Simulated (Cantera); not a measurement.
A freely propagating, adiabatic, planar premixed flame of 51.2 % H2, 10.2 % O2, 38.5 % N2, unburnt at 300 K and 3.40 bar; mixture-averaged transport, grid criteria slope 0.08 and curve 0.16, no radiation.

Model: the H2/O2 subset of GRI-Mech 3.0, which has no nitrogen chemistry, integrated in Cantera. The hydrogen kinetics of GRI-Mech 3.0 are dated; newer H2 mechanisms differ, most at raised pressure. Burning velocities carry a grid error of a few per cent, more on coarse grids.

x: mole fraction of selected species; z is measured from the peak of heat release.

```csv
z (mm),T (K),u (m/s),x H2,x O2,x O,x HO2,x H,x H2O2
-0.235,300,2.49,0.512,0.102,<1e-8,<1e-8,<1e-8,<1e-8
-0.157,300,2.49,0.512,0.102,<1e-8,<1e-8,<1e-8,<1e-8
-0.117,300,2.49,0.512,0.103,<1e-8,6.10e-8,<1e-8,1.31e-8
-0.0783,304,2.52,0.511,0.103,3.50e-8,1.50e-6,<1e-8,3.25e-7
-0.0392,396,3.20,0.495,0.105,3.21e-6,0.000281,4.20e-6,4.44e-5
-0.0196,?,5.53,0.461,?,?,?,?,?
0,1085,8.29,0.414,0.0733,0.000499,0.000286,0.0103,4.24e-5
0.0196,1353,10.3,0.368,0.0428,0.000946,0.000135,0.0233,5.40e-6
0.0392,1508,11.4,0.338,0.0196,0.000769,5.83e-5,0.0324,1.27e-6
0.0783,1639,12.4,0.319,0.00322,0.000234,9.00e-6,0.0348,4.17e-7
0.157,1727,13.0,0.321,0.000172,7.61e-5,4.68e-7,0.0273,1.75e-7
0.313,1797,13.5,0.327,1.28e-5,3.55e-5,5.11e-8,0.0181,8.29e-8
0.627,1847,13.8,0.332,4.50e-6,1.40e-5,2.08e-8,0.0110,3.48e-8
```

Problem. What belongs in the gaps?

Solution. 
- -0.0196, T (K): 708
- -0.0196, x O2: 0.0965
- -0.0196, x O: 9.84e-5
- -0.0196, x HO2: 0.000702
- -0.0196, x H: 0.00153
- -0.0196, x H2O2: 0.000119
